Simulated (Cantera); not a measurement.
Input: 1 mol SiF4, 22 mol O2, 0.86 mol H2, at 1523.15 K and 40.0 Pa.

These are equilibrium values from Cantera (NASA tables, ideal gas, pure condensed phases), not measurements of a reactor. The tables hold silica as quartz up to 1696 K and as liquid above; real silica turns to tridymite and cristobalite and melts near 1996 K. The numbers say what is thermodynamically allowed, not how fast it happens.

```csv
species,before,after
O2,0.904,0.882
HF,0.0717,0.0706
SiF4,0.0240,0.0230
O,0.000263,0.0209
F,1.89e-5,0.00176
SiO,1.12e-9,0.000802
SiO2,1.10e-8,0.000254
SiF3,1.04e-6,0.000381
H,1.65e-7,4.25e-5
OH,3.76e-5,0.000374
H2O,0.000150,5.50e-5
"SiO2(β-quartz), mol",0.428,0
"SiO2(condensed), mol",0,0.410
```
Gas species are given as mole fractions.

Problem. What was changed between the two runs?
A) pressure from 40.0 Pa to 69.0 mbar
B) H2 from 0.86 to 23 mol
C) temperature from 1523.15 K to 1948 K
D) O2 from 22 to 0.12 mol

Solution. C, temperature from 1523.15 K to 1948 K. The tables' values for SiF3, SiO2 are old estimates; treat these amounts as uncertain
